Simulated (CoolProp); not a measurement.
The fluid at 298.15 K and 0.223 MPa flows at 1.7 m/s in a round tube of 50 mm bore and 0.25 µm roughness, fully developed (64/Re and Nu = 3.66 if laminar; Colebrook and Gnielinski if turbulent). The same conditions are run with several fluids, on thermodynamics alone (safety and materials aside).

Model: reference Helmholtz-energy equation of state of each fluid (R227EA: Lemmon 2016; propylene: Lemmon 2013; CF4 (R14): Platzer 1990; R404A: Lemmon 2003; ammonia: Gao 2020), in CoolProp. The equations of Platzer and Polt are older, rougher fits. Blends and air are pseudo-pure fits.

| fluid | Reynolds number | Darcy friction factor | pressure drop (Pa/m) | heat-transfer coefficient (W/(m² K)) | mass flow (kg/h) |
|---|---|---|---|---|---|
| R227EA | 120000 | 0.0173 | [?] | 56.3 | [?] |
| propylene | 38900 | 0.0221 | [?] | 31.4 | 47.0 |
| CF4 (R14) | 39200 | 0.0221 | 5.10 | [?] | [?] |
| R404A | [?] | [?] | 5.23 | 37.1 | 110 |
| ammonia | 13300 | 0.0287 | 1.30 | [?] | 18.9 |

Question: Complete the blanks.

Answer: 
- R227EA, pressure drop (Pa/m): 8.18
- R227EA, mass flow (kg/h): 196
- propylene, pressure drop (Pa/m): 2.50
- CF4 (R14), heat-transfer coefficient (W/(m² K)): 28.8
- CF4 (R14), mass flow (kg/h): 95.9
- R404A, Reynolds number: 63400
- R404A, Darcy friction factor: 0.0198
- ammonia, heat-transfer coefficient (W/(m² K)): 21.0

Transport values come from each fluid's own correlations; those of R227EA, propylene, CF4 (R14) are estimates that may be off by 10 % or more.
